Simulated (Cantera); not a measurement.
Charge: 1 mol Al(CH3)3, a varied amount of H2O, 480 mol H2, 3.3 mol N2, equilibrated at 1402 °C and 290 Pa.

These are equilibrium values from Cantera (NASA tables, ideal gas, pure condensed phases), not measurements of a reactor. Candidate condensed phases: Al, AlN, Al2O3, C, C6H6, C7H8, C8H18, H2O; 148 gas species. The feed counts by its element totals alone. Kinetics and transport are ignored.

Q: Which condensed phases are stable at each of these points (n(H2O) (mol)): 2, 4.5, 6.9, 9.3, 12, 14, 17, 19, 21, 24, 26, 29?

A: 
```csv
n(H2O) (mol),condensed phases,Al condensed (%)
2,AlN(s) + C(graphite),46.6
4.5,Al2O3(s),99.1
6.9,Al2O3(s),100.0
9.3,Al2O3(s),100.0
12,Al2O3(s),100.0
14,Al2O3(s),100.0
17,Al2O3(s),100.0
19,Al2O3(s),100.0
21,Al2O3(s),100.0
24,Al2O3(s),100.0
26,Al2O3(s),100.0
29,Al2O3(s),100.0
```

At 2 mol H2O the condensed part is AlN(s) + C(graphite). From 4.5 mol H2O to 29 mol H2O the condensed part is Al2O3(s).
